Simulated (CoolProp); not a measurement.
Values from CoolProp's reference Helmholtz-energy equation of state, McLinden 2020.

Task: Give the vapour pressure (MPa), vapour density (kg/m³), enthalpy of vaporisation (kJ/kg), liquid cp (kJ/(kg K)) of saturated R1336mzz(Z) at 51.75, 59.95 °C.

Result: 
```tsv
T (°C)	p (MPa)	vapour density (kg/m³)	enthalpy of vaporisation (kJ/kg)	liquid cp (kJ/(kg K))
51.75	0.189	12.5	156	1.28
59.95	0.244	16.0	151	1.30
```
